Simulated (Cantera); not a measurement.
An adiabatic, constant-volume homogeneous reactor starts with CH4 : H2 : O2 : N2 : CO2 = 1 : 0.11 : 2.89 : 10.9 : 1.2 (molar parts), at 1425 K and 1.70 bar. Integrator tolerance rtol = 1e-08.

Computed with Cantera and GRI-Mech 3.0 (53 species, 325 reactions).

Q: What does this change do: O2 2.89 to 0.87 parts?

A: 
```json
[
 {"quantity": "time of steepest temperature rise", "before": "0.883 ms", "after": "5.66 ms"},
 {"quantity": "temperature at 0.100 s", "before": "2648 K", "after": "1889 K"},
 {"quantity": "equilibrium temperature", "before": "2648 K", "after": "1889 K"},
 {"quantity": "x(CH4) at 0.100 s", "before": "<1e-12 (gas-phase equilibrium <1e-12)", "after": "5.09e-5 (gas-phase equilibrium 1.08e-10)"},
 {"quantity": "x(H2) at 0.100 s", "before": "0.00341 (gas-phase equilibrium 0.00341)", "after": "0.0521 (gas-phase equilibrium 0.0523)"},
 {"quantity": "x(O2) at 0.100 s", "before": "0.0521 (gas-phase equilibrium 0.0521)", "after": "1.50e-8 (gas-phase equilibrium 1.60e-8)"},
 {"quantity": "x(CH2) at 0.100 s", "before": "<1e-12 (gas-phase equilibrium <1e-12)", "after": "4.65e-9 (gas-phase equilibrium <1e-12)"},
 {"quantity": "x(HCO) at 0.100 s", "before": "1.21e-8 (gas-phase equilibrium 1.21e-8)", "after": "1.23e-8 (gas-phase equilibrium 1.26e-8)"},
 {"quantity": "x(OH) at 0.100 s", "before": "0.0129 (gas-phase equilibrium 0.0129)", "after": "1.38e-5 (gas-phase equilibrium 1.42e-5)"}
]
```

Q: What does this change do: initial temperature 1425 to 1748 K?

A: 
```tsv
quantity	before	after
time of steepest temperature rise	0.883 ms	78.0 µs
temperature at 0.100 s	2648 K	2766 K
equilibrium temperature	2648 K	2766 K
x(CH4) at 0.100 s	<1e-12 (gas-phase equilibrium <1e-12)	<1e-12 (gas-phase equilibrium <1e-12)
x(H2) at 0.100 s	0.00341 (gas-phase equilibrium 0.00341)	0.00550 (gas-phase equilibrium 0.00550)
x(O2) at 0.100 s	0.0521 (gas-phase equilibrium 0.0521)	0.0548 (gas-phase equilibrium 0.0548)
x(CH2) at 0.100 s	<1e-12 (gas-phase equilibrium <1e-12)	<1e-12 (gas-phase equilibrium <1e-12)
x(HCO) at 0.100 s	1.21e-8 (gas-phase equilibrium 1.21e-8)	3.01e-8 (gas-phase equilibrium 3.01e-8)
x(OH) at 0.100 s	0.0129 (gas-phase equilibrium 0.0129)	0.0180 (gas-phase equilibrium 0.0180)
```
